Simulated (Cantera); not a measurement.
Charge: 1 mol CH₃Cl, 0.38 mol F₂, at 1.33 mbar.

Cantera equilibrium calculation (NASA polynomials, part measured and part estimated; ideal gas, pure solids and liquids). Candidate condensed phases: C, C₆H₆, C₇H₈, C₈H₁₈; 118 gas species. Kinetics and transport are ignored. All values below are at 2750 °C.

Base state: H 0.503, Cl 0.215, HF 0.130, C₃ 0.0554, F 0.0360, C 0.0269, H₂ 0.0117, C₂ 0.00991 (mole fractions); condensed: gas only.

Task: What changes in the equilibrium state with this change: F₂ from 0.38 to 1.4 mol?

Result: 
| species | before | after |
|---|---|---|
| HF | 0.130 | 0.310 |
| H | 0.503 | 0.229 |
| F | 0.0360 | 0.188 |
| H₂ | 0.0117 | 0.00243 |
| CF | 0.00249 | 0.0119 |
| C₃ | 0.0554 | 0.0421 |
| Cl | 0.215 | 0.180 |
| C | 0.0269 | 0.0246 |
| CF₂ | 5.32e-6 | 0.000133 |
| C₂H₂ (acetylene) | 0.000254 | 4.37e-5 |
